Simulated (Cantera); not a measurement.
Gas activation for diamond growth

An isothermal, constant-pressure homogeneous reactor starts with CH4 : H2 : CO2 = 0.028 : 1 : 0.0055 (molar parts), at 2425 K and 218 Torr.

Model: GRI-Mech 3.0 (53 species, 325 reactions), integrated in Cantera. GRI-Mech 3.0 stops at C3 and has no aromatics, soot or wall deposition, so with more carbon than oxygen in the feed, carbon stays in small species such as C2H2 where larger ones or solid carbon would form.

```csv
t (s),x CH4,x H2,x CO2,x CH2,x CO
0.000200,0.00724,0.950,0.000162,8.55e-5,0.00522
0.000493,0.00223,0.950,4.60e-6,4.12e-5,0.00567
0.00121,0.000729,0.949,4.28e-6,1.82e-5,0.00637
0.00299,0.000401,0.947,3.35e-6,1.19e-5,0.00771
0.00737,0.000232,0.947,1.38e-6,7.49e-6,0.00931
0.0182,8.97e-5,0.947,1.17e-7,3.02e-6,0.0101
0.0447,5.19e-5,0.947,3.73e-10,1.76e-6,0.0101
0.110,5.17e-5,0.947,1.22e-10,1.76e-6,0.0101
0.271,5.17e-5,0.947,1.22e-10,1.76e-6,0.0101
0.669,5.17e-5,0.947,1.22e-10,1.76e-6,0.0101
1.65,5.17e-5,0.947,1.22e-10,1.76e-6,0.0101
4.06,5.17e-5,0.947,1.22e-10,1.76e-6,0.0101
10.0,5.17e-5,0.947,1.22e-10,1.76e-6,0.0101
```
x: mole fraction; the columns are a selection and need not sum to one.

Equilibrium at this temperature and pressure: CH4 5.20e-5, H2 0.947, CO2 1.23e-10, CH2 1.77e-6, CO 0.0101 (gas phase only).
